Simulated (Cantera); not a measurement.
Feed: 1 mol SiCl4, 13 mol O2, 7.8 mol NO, equilibrated at 0.000570 bar.

These are equilibrium values from Cantera (NASA tables, ideal gas, pure condensed phases), not measurements of a reactor. Candidate condensed phases: Si, SiO2, Si2N2O, Si3N4; 23 gas species. The tables hold silica as quartz up to 1696 K and as liquid above; real silica turns to tridymite and cristobalite and melts near 1996 K. Rates play no part. All values below are at 1598 K.

Base state: O2 0.668, Cl 0.166, N2 0.163, NO 0.00156, Cl2 0.00132, O 0.000485, ClO 7.06e-5 (mole fractions); condensed: SiO2(β-quartz).

Problem. What changes in the equilibrium state with this change: O2 from 13 to 24 mol?

Solution. 
```csv
species,before,after
O2,0.668,0.772
Cl,0.166,0.114
N2,0.163,0.111
Cl2,0.00132,0.000625
ClO,7.06e-5,5.21e-5
NO,0.00156,0.00138
O,0.000485,0.000521
"SiO2(β-quartz), mol",1.000,1.000
```
